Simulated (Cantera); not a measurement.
Charge: 1 mol C, 4.1 mol H2O, 0.71 mol H2, at 133 Pa.

Cantera equilibrium calculation (NASA polynomials, part measured and part estimated; ideal gas, pure solids and liquids). Candidate condensed phases: C, C6H6, C7H8, C8H18, H2O; 131 gas species. Ions and electrons are included (thermal ionisation). The numbers say what is thermodynamically allowed, not how fast it happens.

At 4500 K, list the 5 most abundant gas species with their mole fractions, and the condensed phases.

H 0.700, O 0.227, CO 0.0715, C 0.00129, H2 5.47e-5. Condensed: gas only.
